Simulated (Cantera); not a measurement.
Mixture: 31.6 % H2, 14.4 % O2, 54.0 % N2, equivalence ratio 1.1, at 1000000 Pa, adiabatic and at constant pressure. Ignition delay is the time to a rise of 400 K.

Cantera simulation using the H2/O2 subset of GRI-Mech 3.0, which has no nitrogen chemistry; the numbers are that mechanism's predictions, not measurements. The hydrogen kinetics of GRI-Mech 3.0 are dated; newer H2 mechanisms differ, most at raised pressure. Where the delays flatten at high temperature, the 400 K rule measures the pace of heat release, not the induction time.

Q: Predict: delay at 1223 K; delay at 1273 K; delay at 1323 K; delay at 1373 K; delay at 1423 K; delay at 1473 K; delay at 1523 K; apparent activation energy between 1423 and 1523 K.

A: 
| Quantity | Value |
|---|---|
| delay at 1223 K | 27.5 µs |
| delay at 1273 K | 7.35 µs |
| delay at 1323 K | 4.03 µs |
| delay at 1373 K | 2.75 µs |
| delay at 1423 K | 2.06 µs |
| delay at 1473 K | 1.64 µs |
| delay at 1523 K | 1.35 µs |
| apparent activation energy between 1423 and 1523 K | 77 kJ/mol |
